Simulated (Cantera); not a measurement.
Charge: 1 mol H₂S, 0.01 mol SO₂, 0.42 mol H₂, at 2777 °C and 91.0 Pa.

These are equilibrium values from Cantera (NASA tables, ideal gas, pure condensed phases), not measurements of a reactor. Candidate condensed phases: H₂O, H₂SO₄, S; 19 gas species. Equilibrium is a limit: real reactors are often held back by kinetics, nucleation or transport.

Base state: H 0.717, S 0.262, H₂ 0.0139, O 0.00458, SH 0.00104, S₂ 0.000733, SO 0.000520, OH 0.000145 (mole fractions); condensed: gas only.

Question: What changes in the equilibrium state with this change: H₂S replaced by NF₃?

Answer: 
```csv
species,before,after
F,0,0.636
HF,0,0.160
N₂,0,0.133
H,0.717,0.0630
S,0.262,0.00264
H₂,0.0139,0.000107
N,0,0.000231
NO,0,5.34e-5
S₂,0.000733,7.46e-8
```

Question: What changes in the equilibrium state with this change: SO₂ from 0.01 to 0.0072 mol?

Answer: 
```csv
species,before,after
H,0.717,0.718
S,0.262,0.262
H₂,0.0139,0.0139
O,0.00458,0.00330
SO,0.000520,0.000375
OH,0.000145,0.000105
SH,0.00104,0.00104
S₂,0.000733,0.000733
```
